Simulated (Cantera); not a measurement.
# N2O furnace oxynitridation

An isothermal, constant-pressure homogeneous reactor starts with 65.2 % N2O, 0.170 % H2, 34.6 % N2, at 1125 K and 0.360 bar.

Computed with Cantera and GRI-Mech 3.0 (53 species, 325 reactions). GRI-Mech 3.0 was tuned for natural gas; its chemistry of N2O as a main component is partial and can be far from experiment. The mechanism lacks the step 2 NO + O2 → 2 NO2, which can matter for NO2 below about 1400 K. The temperature is held fixed by assumption; the heat of reaction is taken as removed at once.

```json
[
 {"t (s)": "1.00e-6", "x N2O": "0.652", "x H2": "0.00170", "x NO2": "<1e-12", "x NO": "3.57e-11", "x H2O2": "<1e-12", "x N2": "0.346", "x HO2": "<1e-12"},
 {"t (s)": "2.90e-6", "x N2O": "0.652", "x H2": "0.00170", "x NO2": "<1e-12", "x NO": "2.95e-10", "x H2O2": "<1e-12", "x N2": "0.346", "x HO2": "<1e-12"},
 {"t (s)": "8.42e-6", "x N2O": "0.652", "x H2": "0.00170", "x NO2": "<1e-12", "x NO": "2.34e-9", "x H2O2": "<1e-12", "x N2": "0.346", "x HO2": "2.03e-12"},
 {"t (s)": "2.44e-5", "x N2O": "0.652", "x H2": "0.00170", "x NO2": "<1e-12", "x NO": "1.69e-8", "x H2O2": "<1e-12", "x N2": "0.346", "x HO2": "5.23e-11"},
 {"t (s)": "7.09e-5", "x N2O": "0.652", "x H2": "0.00170", "x NO2": "<1e-12", "x NO": "9.63e-8", "x H2O2": "<1e-12", "x N2": "0.346", "x HO2": "1.05e-9"},
 {"t (s)": "0.000206", "x N2O": "0.652", "x H2": "0.00170", "x NO2": "3.82e-12", "x NO": "3.93e-7", "x H2O2": "2.51e-12", "x N2": "0.346", "x HO2": "1.43e-8"},
 {"t (s)": "0.000597", "x N2O": "0.652", "x H2": "0.00169", "x NO2": "2.69e-10", "x NO": "1.31e-6", "x H2O2": "8.64e-11", "x N2": "0.346", "x HO2": "1.34e-7"},
 {"t (s)": "0.00173", "x N2O": "0.652", "x H2": "0.00166", "x NO2": "1.67e-8", "x NO": "4.16e-6", "x H2O2": "3.38e-9", "x N2": "0.346", "x HO2": "8.64e-7"},
 {"t (s)": "0.00503", "x N2O": "0.652", "x H2": "0.00153", "x NO2": "4.76e-7", "x NO": "1.21e-5", "x H2O2": "5.98e-8", "x N2": "0.346", "x HO2": "2.39e-6"},
 {"t (s)": "0.0146", "x N2O": "0.651", "x H2": "0.00115", "x NO2": "3.74e-6", "x NO": "3.16e-5", "x H2O2": "8.46e-8", "x N2": "0.347", "x HO2": "2.24e-6"},
 {"t (s)": "0.0423", "x N2O": "0.650", "x H2": "0.000524", "x NO2": "1.52e-5", "x NO": "8.47e-5", "x H2O2": "2.87e-8", "x N2": "0.348", "x HO2": "1.28e-6"},
 {"t (s)": "0.123", "x N2O": "0.646", "x H2": "9.84e-5", "x NO2": "4.55e-5", "x NO": "0.000240", "x H2O2": "3.85e-9", "x N2": "0.350", "x HO2": "4.27e-7"},
 {"t (s)": "0.356", "x N2O": "0.636", "x H2": "4.17e-6", "x NO2": "7.14e-5", "x NO": "0.000740", "x H2O2": "6.64e-10", "x N2": "0.356", "x HO2": "1.16e-7"},
 {"t (s)": "1.03", "x N2O": "0.610", "x H2": "1.58e-9", "x NO2": "8.79e-5", "x NO": "0.00218", "x H2O2": "5.73e-10", "x N2": "0.372", "x HO2": "4.55e-8"},
 {"t (s)": "3.00", "x N2O": "0.541", "x H2": "7.97e-10", "x NO2": "0.000104", "x NO": "0.00591", "x H2O2": "5.96e-10", "x N2": "0.413", "x HO2": "1.75e-8"}
]
```
x: mole fraction; the columns are a selection and need not sum to one.

Equilibrium at this temperature and pressure: N2O 4.88e-9, H2 1.04e-11, NO2 1.81e-6, NO 0.000113, H2O2 4.46e-12, N2 0.753, HO2 5.43e-10 (gas phase only).
